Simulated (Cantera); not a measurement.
A Cantera script and its output.

```python
import numpy as np
import cantera as ct

gas = ct.Solution("gri30.yaml")
gas.TPX = 1650, 270000, {'CH4': 1, 'H2': 0.15, 'O2': 3.46, 'N2': 12.8, 'H2O': 1.2, 'CO2': 0.05}
reactor = ct.IdealGasReactor(gas, energy="on", clone=False)
net = ct.ReactorNet([reactor])
net.rtol, net.atol = 1e-08, 1e-16
show = ['CH4', 'H2', 'O2', 'HCO', 'OH', 'C2H6', 'O']
times = np.geomspace(8e-06, 0.5, 12)

steps = ct.SolutionArray(gas, extra=["t"])
rows = []
print(f"{'t/s':>10s}{'T/K':>9s}{'P/Pa':>11s}" + "".join(f"{s:>11s}" for s in show))
for t in times:
    while net.time < t:
        t_next = net.step()
        steps.append(gas.state, t=t_next)
    rows.append([np.interp(t, steps.t, y) for y in (steps.T, steps.P, *steps(*show).X.T)])
    print(f"{t:10.3e}{rows[-1][0]:9.1f}{rows[-1][1]:11.4g}" + "".join(f"{x:11.3e}" for x in rows[-1][2:]))
rate = np.gradient(steps.T, steps.t)
print("integrator steps:", len(steps.t))
if steps.T.max() > steps.T[0] + 200:
    print(f"time of steepest temperature rise: {steps.t[rate.argmax()]:.4e} s")
gas.TPX = 1650, 270000, {'CH4': 1, 'H2': 0.15, 'O2': 3.46, 'N2': 12.8, 'H2O': 1.2, 'CO2': 0.05}
gas.equilibrate("UV")
print(f"equilibrium (UV): T = {gas.T:.1f} K  " + "  ".join(f"{s} {gas[s].X[0]:.3e}" for s in show))
```

It prints:

```
       t/s      T/K       P/Pa        CH4         H2         O2        HCO         OH       C2H6          O
 8.000e-06   1649.9    2.7e+05  5.355e-02  8.038e-03  1.854e-01  1.783e-10  7.954e-07  1.191e-07  3.012e-07
 2.183e-05   1650.0    2.7e+05  5.334e-02  8.024e-03  1.853e-01  5.612e-09  3.427e-06  6.937e-06  1.286e-06
 5.958e-05   1673.0  2.739e+05  4.863e-02  8.431e-03  1.822e-01  1.037e-06  4.484e-05  5.802e-04  1.419e-05
 1.626e-04   2756.3  4.571e+05  1.821e-16  5.157e-03  7.275e-02  1.090e-08  1.994e-02  3.049e-31  5.793e-03
 4.437e-04   2749.2  4.557e+05  1.778e-16  5.109e-03  7.052e-02  1.053e-08  1.946e-02  2.922e-31  5.548e-03
 1.211e-03   2738.5  4.537e+05  1.713e-16  5.039e-03  6.720e-02  9.989e-09  1.875e-02  2.733e-31  5.192e-03
 3.304e-03   2733.0  4.527e+05  1.681e-16  5.004e-03  6.553e-02  9.726e-09  1.840e-02  2.640e-31  5.017e-03
 9.016e-03   2732.7  4.526e+05  1.679e-16  5.002e-03  6.544e-02  9.712e-09  1.838e-02  2.635e-31  5.008e-03
 2.460e-02   2732.7  4.526e+05  1.679e-16  5.002e-03  6.544e-02  9.712e-09  1.838e-02  2.635e-31  5.008e-03
 6.714e-02   2732.7  4.526e+05  1.679e-16  5.002e-03  6.544e-02  9.712e-09  1.838e-02  2.635e-31  5.008e-03
 1.832e-01   2732.7  4.526e+05  1.679e-16  5.002e-03  6.544e-02  9.712e-09  1.838e-02  2.635e-31  5.008e-03
 5.000e-01   2732.7  4.526e+05  1.679e-16  5.002e-03  6.544e-02  9.712e-09  1.838e-02  2.635e-31  5.008e-03
integrator steps: 1691
time of steepest temperature rise: 8.2427e-05 s
equilibrium (UV): T = 2732.7 K  CH4 2.311e-16  H2 5.002e-03  O2 6.544e-02  HCO 9.712e-09  OH 1.838e-02  C2H6 4.613e-31  O 5.008e-03
```

Detailed kinetics in Cantera: GRI-Mech 3.0 (53 species, 325 reactions).
